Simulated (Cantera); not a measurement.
A closed system holds: 1 mol SiH₄, 21 mol CO₂, 130 mol N₂, 0.19 mol H₂O, at 0.000550 bar.

Equilibrium computed with Cantera from the NASA thermochemical tables; the gas is ideal and each condensed phase is pure. Candidate condensed phases: C, C₆H₆, C₇H₈, C₈H₁₈, H₂O, Si, SiC, SiO₂, Si₂N₂O, Si₃N₄; 151 gas species. The tables hold silica as quartz up to 1696 K and as liquid above; real silica turns to tridymite and cristobalite and melts near 1996 K. The numbers say what is thermodynamically allowed, not how fast it happens.

Q: At 1523 K, list the 6 most abundant gas species with their mole fractions, and the condensed phases.

A: N₂ 0.849, CO₂ 0.112, CO 0.0250, H₂O 0.0132, H₂ 0.00110, H 3.26e-5. Condensed: SiO₂(β-quartz).
